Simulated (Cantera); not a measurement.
# Ignition delay

Mixture: CH3OH : O2 : N2 = 1 : 1.25 : 4.7 (molar parts), equivalence ratio 1.2, at 1.00 bar, adiabatic and at constant pressure. Ignition delay is the time to a rise of 400 K.

Cantera simulation using GRI-Mech 3.0 (53 species, 325 reactions); the numbers are that mechanism's predictions, not measurements. GRI-Mech 3.0 was tuned for natural gas; its chemistry of methanol as a main component is partial and can be far from experiment.

```json
[
 {"T0 (K)": "1200", "delay (ms)": "9.17"},
 {"T0 (K)": "1275", "delay (ms)": "2.90"},
 {"T0 (K)": "1350", "delay (ms)": "1.06"},
 {"T0 (K)": "1425", "delay (ms)": "0.446"},
 {"T0 (K)": "1500", "delay (ms)": "0.210"},
 {"T0 (K)": "1575", "delay (ms)": "0.109"},
 {"T0 (K)": "1650", "delay (ms)": "0.0615"},
 {"T0 (K)": "1725", "delay (ms)": "0.0370"},
 {"T0 (K)": "1800", "delay (ms)": "0.0234"},
 {"T0 (K)": "1875", "delay (ms)": "0.0155"}
]
```

* **apparent activation energy between 1725 and 1875 K**: 160 kJ/mol
